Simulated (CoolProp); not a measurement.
A simple Rankine cycle with carbonyl sulfide: condensing at 301.15 K, boiler at 3.32 MPa, turbine inlet 344 K, turbine efficiency 0.85, pump efficiency 0.6, no recuperator. Each further row changes one setting.

Values from CoolProp's reference Helmholtz-energy equation of state, Lemmon 2006. It is a short technical equation, of lower accuracy than the large ones.

```json
[
 {"case": "as stated", "thermal efficiency (%)": "…", "net work (kJ/kg)": "20.5", "heat in (kJ/kg)": "243", "turbine exit temperature (K)": "301.1", "volume ratio over the turbine": "…"},
 {"case": "turbine inlet 364 K", "thermal efficiency (%)": "8.8", "net work (kJ/kg)": "23.6", "heat in (kJ/kg)": "267", "turbine exit temperature (K)": "303.2", "volume ratio over the turbine": "…"},
 {"case": "condensing temperature 293.15 K", "thermal efficiency (%)": "10.0", "net work (kJ/kg)": "25.4", "heat in (kJ/kg)": "253", "turbine exit temperature (K)": "293.2", "volume ratio over the turbine": "2.85"},
 {"case": "boiler pressure 2.32 MPa", "thermal efficiency (%)": "5.6", "net work (kJ/kg)": "…", "heat in (kJ/kg)": "…", "turbine exit temperature (K)": "309.6", "volume ratio over the turbine": "…"},
 {"case": "turbine efficiency 0.75", "thermal efficiency (%)": "7.3", "net work (kJ/kg)": "17.7", "heat in (kJ/kg)": "243", "turbine exit temperature (K)": "301.1", "volume ratio over the turbine": "2.39"}
]
```

### Question
Complete the blanks.

### Answer

- as stated, thermal efficiency (%): 8.4
- as stated, volume ratio over the turbine: 2.36
- turbine inlet 364 K, volume ratio over the turbine: 2.20
- boiler pressure 2.32 MPa, net work (kJ/kg): 14.7
- boiler pressure 2.32 MPa, heat in (kJ/kg): 264
- boiler pressure 2.32 MPa, volume ratio over the turbine: 1.59

The expansion ends wet for: as stated; condensing temperature 293.15 K; turbine efficiency 0.75.
